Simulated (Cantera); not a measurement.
Feed: 1 mol CuO, 0.52 mol CH4, a varied amount of H2, at 0.000140 bar.

Method: chemical equilibrium by Gibbs-energy minimisation in Cantera with the NASA 1993 tables (ideal gas, pure condensed phases). Candidate condensed phases: C, C6H6, C7H8, C8H18, Cu, CuO, Cu(OH)2, Cu2O, H2O; 113 gas species. Kinetics and transport are ignored.

Stable condensed phases, one row left out:

```
T in K \ n(H2) in mol
         0.39 0.52 0.72 0.97  1.3  1.8  2.5  3.4  4.6  6.2  8.5   12   16
   2148     A    A    A    A    A    A    A    A    A    A    A    A    A
   2098     A    A    A    A    A    A    A    A    A    A    A    A    A
   2048     A    A    A    A    A    A    A    A    A    A    A    A    A
   1998     A    A    A    A    A    A    A    A    A    A    A    A    A
   1948     A    A    A    A    A    A    A    A    A    A    A    A    A
   1898     A    A    A    A    A    A    A    A    A    A    A    A    A
   1848     A    A    A    A    A    A    A    A    A    A    A    A    A
   1798     A    A    A    A    A    A    A    A    A    A    A    A    A
   1748     A    A    A    A    A    A    A    A    A    A    A    A    A
   1698     A    A    A    A    A    A    A    A    A    A    A    A    A
   1598     B    B    B    B    A    A    A    A    A    A    A    A    A
   1548     B    B    B    B    B    B    B    B    B    A    A    A    A
   1498     B    B    B    B    B    B    B    B    B    B    B    B    A
```

A: gas only; B: Cu.

Task: Give the row for 1648 K.

Result: 0.39: gas only; 0.52: gas only; 0.72: gas only; 0.97: gas only; 1.3: gas only; 1.8: gas only; 2.5: gas only; 3.4: gas only; 4.6: gas only; 6.2: gas only; 8.5: gas only; 12: gas only; 16: gas only.
